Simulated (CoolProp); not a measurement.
Vapour pressure (kPa) of C2F6 (R116): the reference equation beside estimates from Tc = 19.9 °C, pc = 3048 kPa, ω = 0.257.

Computed with CoolProp (reference Helmholtz-energy equation of state, Lemmon 2006). It is a short technical equation, of lower accuracy than the large ones.

```tsv
T (°C)	reference	Lee-Kesler	Redlich-Kwong	Soave-Redlich-Kwong	Peng-Robinson
-87.05	60.94	60.22	110.6	60.43	61.09
-78.35	99.93	99.37	169.7	99.45	99.78
-69.55	156.9	156.7	250.2	156.7	156.3
-60.75	236.0	236.6	355.3	236.5	234.9
-51.95	342.4	344.0	488.5	344.3	340.9
-43.25	479.7	482.3	651.5	483.9	478.1
-34.45	656.7	660.2	851.2	664.3	655.6
-25.65	878.2	882.2	1089	890.5	878.7
-16.85	1151	1155	1369	1169	1154
-8.15	1478	1482	1689	1502	1486
```

Absolute difference from the reference over all 10 rows, mean and median: Lee-Kesler 0.5 and 0.5 %, Redlich-Kwong 42.7 and 39.2 %, Soave-Redlich-Kwong 0.9 and 0.9 %, Peng-Robinson 0.3 and 0.3 %.
